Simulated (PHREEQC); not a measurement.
Make-up at 25 °C: 1.3 mmol/kgw K3PO4. Closed to the air; pH follows from the charge balance.

Computed with PHREEQC (ion-association model, wateq4f.dat).

The pH is 11.05 and the ionic strength comes out as 0.00536 mol/kgw. The total alkalinity is 2.60 meq/kg.

```tsv
species	molality	activity	log γ
K+	0.00389	0.00360	-0.034
OH-	0.00121	0.00112	-0.034
HPO4-2	0.00120	0.000886	-0.133
PO4-3	8.91e-5	4.46e-5	-0.300
KHPO4-	6.70e-6	6.21e-6	-0.033
H2PO4-	1.38e-7	1.28e-7	-0.033
```

Precipitation was switched off in this run. Species that the database lacks are ignored. H3PO4, which wateq4f.dat lacks, is added to it with the constant of phreeqc.dat.
